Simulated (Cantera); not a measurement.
Cantera run, input and output.

```python
import numpy as np
import cantera as ct

gas = ct.Solution("gri30.yaml")


def delay(T, t_max=10):
    gas.TPX = T, 101325, {'CH4': 1, 'CO': 1.4, 'O2': 2.25, 'N2': 8.46}
    reactor = ct.IdealGasConstPressureReactor(gas, clone=False)
    net = ct.ReactorNet([reactor])
    net.rtol, net.atol = 1e-8, 1e-16
    while net.time < t_max:
        t_old, T_old = net.time, reactor.T
        net.step()
        if reactor.T > T + 400:  # ignition: a rise of 400 K
            return t_old + (T + 400 - T_old) / (reactor.T - T_old) * (net.time - t_old)
    return np.nan


taus = []
for T in [1150, 1200, 1250, 1300, 1350, 1400, 1450, 1500]:
    taus.append(delay(T))
    print(f"T0 = {T:6g} K   tau = {taus[-1]:.4e} s")
```

Output:

```
T0 =   1150 K   tau = 1.6302e-01 s
T0 =   1200 K   tau = 7.1288e-02 s
T0 =   1250 K   tau = 3.2576e-02 s
T0 =   1300 K   tau = 1.5520e-02 s
T0 =   1350 K   tau = 7.7112e-03 s
T0 =   1400 K   tau = 4.0068e-03 s
T0 =   1450 K   tau = 2.1857e-03 s
T0 =   1500 K   tau = 1.2555e-03 s
```

Detailed kinetics in Cantera: GRI-Mech 3.0 (53 species, 325 reactions).
